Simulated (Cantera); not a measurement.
Input: 1 mol CO, 0.021 mol CO2, held at 0.0530 bar.

Cantera equilibrium calculation (NASA polynomials, part measured and part estimated; ideal gas, pure solids and liquids). Candidate condensed phases: C; 12 gas species. Rates play no part. All values below are at 1500 °C.

Base state: CO 0.979, CO2 0.0206 (mole fractions); condensed: gas only.

### Question
What changes in the equilibrium state with this change: CO replaced by toluene?

### Answer
| species | before | after |
|---|---|---|
| H2 | 0 | 0.988 |
| CO | 0.979 | 0.0104 |
| H | 0 | 0.00123 |
| CO2 | 0.0206 | <1e-9 |
| C2H2 (acetylene) | 0 | 0.000138 |
| CH4 | 0 | 4.36e-5 |
| C(graphite), mol | 0 | 6.98 |
Further candidate phases: C6H6, C7H8, C8H18, H2O.
